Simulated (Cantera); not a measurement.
Charge: 1 mol Si, 0.074 mol H2O, 47 mol N2, equilibrated at 1675 K and 7.50 Torr.

Cantera equilibrium calculation (NASA polynomials, part measured and part estimated; ideal gas, pure solids and liquids). Candidate condensed phases: H2O, Si, SiO2, Si2N2O, Si3N4; 35 gas species. Rates play no part.

Base state: N2 0.997, SiO 0.00159, H2 0.00157, H 4.60e-5 (mole fractions); condensed: Si3N4(s).

Task: What changes in the equilibrium state with this change: H2O from 0.074 to 0.12 mol?

Result: 
```csv
species,before,after
N2,0.997,0.996
H2,0.00157,0.00255
SiO,0.00159,0.00181
H,4.60e-5,5.86e-5
"Si3N4(s), mol",0.308,0.281
"Si2N2O(s), mol",0,0.0356
```
Mutual solubility and eutectic melting of coexisting phases are not modelled.

Task: What changes in the equilibrium state with this change: temperature from 1675 K to 1998.15 K?

Result: 
```
species         before     after
-------------  -------  --------
N2               0.997     0.992
Si             9.54e-6   0.00426
SiO            0.00159   0.00156
H              4.60e-5  0.000572
Si2            8.16e-9   4.40e-5
Si2N           2.49e-7  0.000146
SiN            6.27e-7  0.000111
Si3N4(s), mol    0.308         0
Si(l), mol           0     0.699
```
The tables' values for SiN are old estimates; treat these amounts as uncertain.

Task: What changes in the equilibrium state with this change: temperature from 1675 K to 1100 K?

Result: 
```tsv
species	before	after
N2	0.997	0.998
H2	0.00157	0.00159
H	4.60e-5	1.03e-8
SiO	0.00159	<1e-9
Si3N4(s), mol	0.308	0.284
Si2N2O(s), mol	0	0.0740
```
N2 is the only nitrogen source here; it is nearly inert below about 1500 K, so the nitride shown seldom forms there in practice. Mutual solubility and eutectic melting of coexisting phases are not modelled.
